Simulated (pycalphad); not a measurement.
Al-Zr solution, phase BCC_A2, at 1500 K; mixing quantities and activities refer to the pure elements in the same phase at that temperature, stable or not. Over part of the range this solution is metastable.

All values are pycalphad results on the COST 507 light-alloy database (1999) (1 atm), not direct measurements. The data set is of 1999 and partly superseded. Al is not stable in this structure, so the reference rests on SGTE lattice stabilities.

```
x(Zr)  ΔH mix (kJ/mol)  ΔG mix (kJ/mol)  excess S (J/mol/K)     a(Al)     a(Zr)  stable as one phase?
-----  ---------------  ---------------  ------------------  --------  --------  --------------------
0.02             -2.33            -2.61               -0.63     0.979   7.97e-5            no: LIQUID
0.05             -5.70            -5.90               -1.52     0.942  0.000242    no: AL3ZR + LIQUID
0.1             -10.93           -10.67               -2.88     0.865  0.000714    no: AL3ZR + LIQUID
0.2             -19.76           -18.32               -5.12     0.651   0.00360    no: AL3ZR + LIQUID
0.3             -26.10           -23.64               -6.72     0.408    0.0146     no: AL2ZR + AL3ZR
0.4             -29.74           -26.61               -7.68     0.210    0.0502            no: AL3ZR2
0.5             -30.57           -27.22               -8.00    0.0904     0.141              no: ALZR
0.6             -28.68           -25.55               -7.68    0.0343     0.311            no: AL2ZR3
0.7             -24.25           -21.79               -6.72    0.0123     0.543    no: ALZR2 + BCC_A2
0.8             -17.65           -16.21               -5.12   0.00451     0.760    no: ALZR2 + BCC_A2
0.9              -9.35            -9.09               -2.88   0.00168     0.905                   yes
0.95             -4.76            -4.96               -1.52  0.000866     0.954                   yes
0.98             -1.92            -2.20               -0.63  0.000379     0.981                   yes
```

BCC_A2 is bcc.
